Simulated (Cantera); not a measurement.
A perfectly stirred reactor is fed with 18.9 % C2H6, 81.1 % N2, at 100000 Pa; it is held at 1800 K, and followed from long to short residence time.

Computed with Cantera and GRI-Mech 3.0 (53 species, 325 reactions). GRI-Mech 3.0 stops at C3 and has no aromatics, soot or wall deposition, so with more carbon than oxygen in the feed, carbon stays in small species such as C2H2 where larger ones or solid carbon would form.

One state of this run: x C2H6 = 8.48e-5; x C2H4 = 0.00118; x CH3 = 0.000531; x HCN = 3.50e-6; x CH4 = 0.0267; x CH2 = 5.38e-7; x C2H2 = 0.126. x: mole fraction; the columns are a selection and need not sum to one.

Which value of τ (s) does it belong to?
A) 2.1
B) 0.037
C) 0.10
D) 16

B, 0.037
